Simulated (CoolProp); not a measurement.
Saturated liquid density (kg/m³) of carbonyl sulfide: the reference equation beside estimates from Tc = 378.8 K, pc = 6.369 MPa, ω = 0.098. Rackett uses Z = 0.29056 − 0.08775 ω.

Computed with CoolProp (reference Helmholtz-energy equation of state, Lemmon 2006). It is a short technical equation, of lower accuracy than the large ones.

```tsv
T (K)	reference	Rackett	van der Waals	Redlich-Kwong	Soave-Redlich-Kwong
226.1	1168	1144	750.4	1105	1109
228.2	1163	1140	747.6	1100	1104
230.3	1158	1135	(withheld)	1095	1100
232.4	1154	1131	741.9	1090	1095
234.6	1149	1126	738.8	1085	1090
236.7	1144	1121	(withheld)	1080	1085
238.8	1140	1117	733.0	1075	1080
240.9	1135	1112	(withheld)	1070	1075
243	1130	1108	(withheld)	1064	1070
245.1	1126	1103	723.9	1059	1065
247.2	1121	1098	720.9	1054	(withheld)
249.3	1116	1094	717.8	1048	1055
251.5	1111	1089	714.5	1043	(withheld)
```

Q: What belongs in the gaps?

A: 
- 230.3, van der Waals: 744.8
- 236.7, van der Waals: 735.9
- 240.9, van der Waals: 730.0
- 243, van der Waals: 727.0
- 247.2, Soave-Redlich-Kwong: 1060
- 251.5, Soave-Redlich-Kwong: 1050

Absolute difference from the reference over all 13 rows, mean and median: Rackett 2.0 and 2.0 %, van der Waals 35.7 and 35.7 %, Redlich-Kwong 5.7 and 5.7 %, Soave-Redlich-Kwong 5.2 and 5.3 %.
